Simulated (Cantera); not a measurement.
Feed: 1 mol S, 0.36 mol H2O, 0.3 mol N2, held at 1175 K.

Method: chemical equilibrium by Gibbs-energy minimisation in Cantera with the NASA 1993 tables (ideal gas, pure condensed phases). Candidate condensed phases: H2O, H2SO4, S; 35 gas species. The ideal-gas law is rough above about 30 bar. Gases not in the tables: S3 to S7. The numbers say what is thermodynamically allowed, not how fast it happens.

Task: Which condensed phases are stable at each of these points (P (Pa)): 10, 52, 280, 1400, 7600, 40000, 210000, 1100000, 5700000, 30000000?

Result: 
```tsv
P (Pa)	condensed phases
10	gas only
52	gas only
280	gas only
1400	gas only
7600	gas only
40000	gas only
210000	gas only
1100000	gas only
5700000	gas only
30000000	S(l)
```

From 10.0 Pa to 5700000 Pa nothing is condensed. At 3.00e7 Pa the condensed part is S(l).
